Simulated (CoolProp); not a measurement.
Vapour-liquid equilibrium of dimethyl ether (1) + R236EA (2) at 55.65 °C; x and y are mole fractions of (1).

The numbers come from the multi-fluid Helmholtz-energy mixture model, Wu 2011 and Rui 2013; pair parameters Bell 2016 in CoolProp.

```csv
x,"bubble pressure, mixture model (MPa)","bubble pressure, Raoult's law (MPa)","y, mixture model","y, Raoult's law"
0.05,0.5381,0.5735,0.055,0.114
0.2,0.5567,0.6897,0.239,0.380
0.35,0.5997,0.8058,0.447,0.569
0.5,0.6839,0.9220,0.654,0.710
0.65,0.8234,1.038,0.822,0.820
0.8,1.017,1.154,0.931,0.907
0.95,1.238,1.270,0.989,0.979
```

The largest gap from Raoult's law is -25.8 % in bubble pressure, at x = 0.5. No azeotrope shows between x = 0.05 and 0.95.

The pair parameters rest on a limited set of measurements; away from them the model extrapolates.
